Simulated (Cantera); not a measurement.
Mixture: 12.0 % CH4, 18.5 % O2, 69.5 % N2, at 4.44 atm, adiabatic and at constant volume. Ignition delay is the time to a rise of 400 K.

Cantera simulation using GRI-Mech 3.0 (53 species, 325 reactions); the numbers are that mechanism's predictions, not measurements.

Q: Predict: delay at 1075 K; delay at 1225 K; delay at 1375 K; delay at 1525 K; delay at 1675 K; apparent activation energy between 1525 and 1675 K.

A: 
- delay at 1075 K = 69.6 ms
- delay at 1225 K = 8.75 ms
- delay at 1375 K = 1.44 ms
- delay at 1525 K = 0.296 ms
- delay at 1675 K = 75.7 µs
- apparent activation energy between 1525 and 1675 K = 190 kJ/mol
